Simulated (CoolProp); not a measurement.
The numbers come from the reference Helmholtz-energy equation of state, Lemmon 2009 in CoolProp.

Problem. For propane, give the phase and the cp (kJ/(kg K)), conductivity (mW/(m K)) at 593.6 K and 0.202 MPa; 454 K and 0.0551 MPa.

Solution. 
- 593.6 K and 0.202 MPa: gas; cp 2.89, conductivity 63.5
- 454 K and 0.0551 MPa: gas; cp 2.36, conductivity 38.9

Thermal conductivity comes from a separate model (Marsh 2002).
